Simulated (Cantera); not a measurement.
Input: 1 mol CCl4, 7.6 mol H2, equilibrated at 1625 °C and 0.0210 Torr.

Cantera equilibrium calculation (NASA polynomials, part measured and part estimated; ideal gas, pure solids and liquids). Candidate condensed phases: C, C6H6, C7H8, C8H18; 91 gas species. Kinetics and transport are ignored.

Base state: H2 0.510, HCl 0.332, H 0.106, Cl 0.0519, C2H2 (acetylene) 0.000192 (mole fractions); condensed: C(graphite).

What changes in the equilibrium state with this change: pressure from 0.0210 Torr to 0.405 Torr?


```csv
species,before,after
H2,0.510,0.566
HCl,0.332,0.395
H,0.106,0.0253
Cl,0.0519,0.0134
C2H2 (acetylene),0.000192,0.000213
"C(graphite), mol",0.996,0.996
```
